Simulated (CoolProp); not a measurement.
Properties of CH2F2 (R32) along the isotherm 247.1 K (Tc = 351.3 K, pc = 57.83 bar, ω = 0.277).

Values from CoolProp's reference Helmholtz-energy equation of state, Tillner-Roth 1997.

| p (bar) | phase | density (kg/m³) | viscosity (µPa s) |
|---|---|---|---|
| 0.274 | gas | 0.6986 | 11.0 |
| 0.624 | gas | 1.605 | 11.0 |
| 1.42 | gas | 3.732 | 11.0 |
| 7.36 | liquid | 1140 | 213 |
| 16.7 | liquid | 1142 | 215 |
| 38.1 | liquid | 1148 | 220 |
| 86.7 | liquid | 1159 | 231 |

Viscosity comes from a separate model (Bell 2016), an estimate that may be off by 10 % or more.
